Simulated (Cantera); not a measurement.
An isothermal, constant-pressure homogeneous reactor starts with 0.493 % CO, 0.720 % O₂, 0.138 % H₂O, 98.6 % N₂, at 1425 K and 36000 Pa.

Model: GRI-Mech 3.0 (53 species, 325 reactions), integrated in Cantera.

x: mole fraction; the columns are a selection and need not sum to one.

```tsv
t (s)	x CO	x O₂	x H₂O	x N₂O	x NO₂	x O	x OH
0.000700	0.00493	0.00720	0.00138	<1e-12	<1e-12	9.13e-9	1.39e-9
0.00153	0.00493	0.00720	0.00138	2.80e-12	<1e-12	2.88e-8	7.32e-9
0.00335	0.00493	0.00720	0.00138	3.09e-11	<1e-12	2.56e-7	8.21e-8
0.00732	0.00489	0.00717	0.00137	3.34e-9	<1e-12	2.59e-5	8.18e-6
0.0160	0.00239	0.00561	0.000998	1.55e-7	6.43e-11	0.000900	0.000136
0.0350	0.000639	0.00490	0.00117	1.57e-7	3.86e-10	0.000435	0.000111
0.0765	0.000184	0.00478	0.00132	2.32e-7	9.83e-10	0.000110	5.91e-5
0.167	4.54e-5	0.00475	0.00136	2.92e-7	2.21e-9	2.64e-5	2.93e-5
0.366	1.09e-5	0.00474	0.00138	2.47e-7	3.59e-9	6.67e-6	1.49e-5
0.800	___	0.00474	0.00138	___	3.77e-9	___	___
1.75	___	0.00474	0.00138	___	___	___	___
3.83	3.50e-7	0.00474	0.00138	1.13e-8	1.95e-9	2.88e-7	3.11e-6
8.37	2.05e-7	0.00475	0.00138	6.71e-9	1.54e-9	1.79e-7	2.46e-6
18.3	1.81e-7	0.00475	0.00138	5.97e-9	1.47e-9	1.61e-7	2.33e-6
40.0	1.80e-7	0.00475	0.00138	5.94e-9	1.47e-9	1.60e-7	2.32e-6
```

**Question.** Fill in the missing entries.

**Answer.** 
- 0.800, x CO: 2.84e-6
- 0.800, x N₂O: 1.13e-7
- 0.800, x O: 1.93e-6
- 0.800, x OH: 8.03e-6
- 1.75, x CO: 8.82e-7
- 1.75, x N₂O: 3.10e-8
- 1.75, x NO₂: 2.84e-9
- 1.75, x O: 6.63e-7
- 1.75, x OH: 4.72e-6
